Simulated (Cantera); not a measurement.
A closed system holds: 1 mol MgCl2, 0.21 mol H2O, 42 mol H2, at 1325 K and 0.540 bar.

These are equilibrium values from Cantera (NASA tables, ideal gas, pure condensed phases), not measurements of a reactor. Candidate condensed phases: H2O, Mg, MgCl2, MgO, Mg(OH)2; 22 gas species. The numbers say what is thermodynamically allowed, not how fast it happens.

Base state: H2 0.972, MgCl2 0.0183, HCl 0.00971 (mole fractions); condensed: MgO(s).

What changes in the equilibrium state with this change: temperature from 1325 K to 1898 K?


```
species       before    after
-----------  -------  -------
H2             0.972    0.961
HCl          0.00971   0.0174
MgCl2         0.0183   0.0141
Mg           1.60e-6  0.00482
MgH          9.68e-9  5.05e-5
Cl           1.84e-8  1.43e-5
H            2.19e-6  0.00104
MgO(s), mol    0.210    0.158
```
The tables' values for MgH are old estimates; treat these amounts as uncertain.
